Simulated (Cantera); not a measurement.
An isothermal, constant-pressure homogeneous reactor starts with CO : O2 : H2O : N2 = 0.0012 : 0.002 : 0.0052 : 1 (molar parts), at 1400 K and 10.0 bar.

Cantera simulation using GRI-Mech 3.0 (53 species, 325 reactions); the numbers are that mechanism's predictions, not measurements.

One state of this run: x CO = 4.66e-5; x O2 = 0.00141; x H2O = 0.00515; x OH = 8.87e-6; x H2O2 = 4.18e-9. x: mole fraction; the columns are a selection and need not sum to one.

Task: Which value of t (s) does it belong to?
A) 0.00211
B) 0.00851
C) 2.00e-6
D) 0.000130

Result: B, 0.00851
